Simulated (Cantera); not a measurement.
An adiabatic, constant-pressure homogeneous reactor starts with 9.73 % CH4, 17.7 % O2, 66.5 % N2, 5.74 % H2O, 0.272 % C2H6, equivalence ratio 1.2, at 1700 K and 16500 Torr.

Detailed kinetics in Cantera: GRI-Mech 3.0 (53 species, 325 reactions). The pressure lies above the range GRI-Mech 3.0 was tuned for (to about 10 atm). Above 3000 K some thermodynamic fits are extrapolated.

One state of this run: T (K) = 3009; x CH4 = 1.06e-12; x O2 = 0.00641; x H2O = 0.211; x HCN = 1.41e-8; x NO = 0.00179. x: mole fraction; the columns are a selection and need not sum to one.

Question: Which value of t (s) does it belong to?
(A) 4.00e-6
(B) 0.0363
(C) 3.03e-5
(D) 8.35e-5

Answer: C, 3.03e-5
